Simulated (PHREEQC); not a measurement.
Nickel, zinc or cadmium bath

Dissolve 3.3 mmol/kgw ZnSO4, 23 mmol/kgw Na2SO4 and 170 mmol/kgw MnSO4 at 25 °C. Closed to the air; pH follows from the charge balance.

Computed with PHREEQC (ion-association model, wateq4f.dat).

This is a speciation only: nothing precipitates in the calculation.

Problem. Estimate the pH, ionic strength.

Solution. pH 6.28; ionic strength 0.404 mol/kgw.

Problem. In which forms is S present?

Solution. SO4-2 53 %, MnSO4 43 %, NaSO4- 2.5 %, Zn(SO4)2-2 1.0 %, ZnSO4 0.7 % of the S.
